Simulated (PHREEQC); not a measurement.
**Copper plating or etch bath (model solution)**

Solution (25 °C): 3.7 mmol/kgw Cu(NO3)2, 19 mmol/kgw FeCl3 and 27 mmol/kgw Li2SO4. Closed to the air; pH follows from the charge balance.

Equilibrium calculation in PHREEQC: ion-association model, phreeqc.dat.

This is a speciation only: nothing precipitates in the calculation.

### Question
Predict the pH.

### Answer
pH 2.65.

### Question
In which forms is Fe present?

### Answer
FeSO4+ 63 %, FeOH+2 9.5 %, Fe2(OH)2+4 7.2 %, Fe+3 7.1 %, Fe(SO4)2- 5.1 %, FeCl+2 4.3 % of the Fe.

Examples of supersaturated solids here: Hematite (slow to form), Goethite (slow to form). Others may be too.
